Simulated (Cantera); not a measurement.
A freely propagating, adiabatic, planar premixed flame of H2 : O2 : N2 = 1 : 0.25 : 0.725 (molar parts), equivalence ratio 2.0, unburnt at 425 K and 0.640 bar; mixture-averaged transport, grid criteria slope 0.08 and curve 0.16, no radiation.

Model: the H2/O2 subset of GRI-Mech 3.0, which has no nitrogen chemistry, integrated in Cantera. Burning velocities carry a grid error of a few per cent, more on coarse grids.

Problem. What does this change do: inlet temperature 425 to 675 K?

Solution. 
| quantity | before | after |
|---|---|---|
| laminar burning velocity | 592 cm/s | 1230 cm/s |
| thermal thickness | 0.688 mm | 0.804 mm |
| peak x(HO2) | 0.000323 | 0.000152 |
| peak x(O) | 0.00476 | 0.00626 |
| peak x(H) | 0.108 | 0.129 |
